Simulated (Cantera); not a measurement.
Ammonia decomposition in nitride growth gas

An isothermal, constant-pressure homogeneous reactor starts with NH3 : H2 = 1.5 : 0.12 (molar parts), at 2273 K and 73.5 Torr.

Computed with Cantera and the gas-phase N/H chemistry of the illustrative SiF4/NH3 mechanism in the Surface Chemkin manual (1991). Walls and surfaces, which speed up NH3 decomposition in real reactors, are not modelled.

```tsv
t (s)	x NH3	x H2	x NH	x N	x N2H2	x N2
0.000200	0.918	0.0778	5.27e-5	1.30e-6	1.96e-5	0.000626
0.000485	0.903	0.0881	6.98e-5	2.02e-6	2.83e-5	0.00411
0.00118	0.869	0.114	7.30e-5	2.49e-6	2.65e-5	0.0131
0.00285	0.792	0.170	7.70e-5	3.30e-6	2.25e-5	0.0331
0.00691	0.642	0.282	7.93e-5	4.40e-6	1.60e-5	0.0722
0.0168	0.409	0.454	7.43e-5	5.46e-6	8.50e-6	0.133
0.0406	0.164	0.636	5.81e-5	6.23e-6	2.80e-6	0.197
0.0985	0.0232	0.739	3.25e-5	7.07e-6	3.44e-7	0.234
0.239	5.04e-5	0.743	2.25e-6	2.77e-6	1.82e-10	0.238
0.579	2.61e-6	0.739	1.84e-7	2.85e-7	1.09e-12	0.238
1.40	8.09e-7	0.739	5.71e-8	8.85e-8	<1e-12	0.238
3.40	4.51e-7	0.739	3.18e-8	4.93e-8	<1e-12	0.238
8.25	4.11e-7	0.739	2.90e-8	4.50e-8	<1e-12	0.238
20.0	4.10e-7	0.739	2.89e-8	4.49e-8	<1e-12	0.238
```
x: mole fraction; the columns are a selection and need not sum to one.

Equilibrium at this temperature and pressure: NH3 4.10e-7, H2 0.739, NH 2.89e-8, N 4.49e-8, N2H2 <1e-12, N2 0.238 (gas phase only).
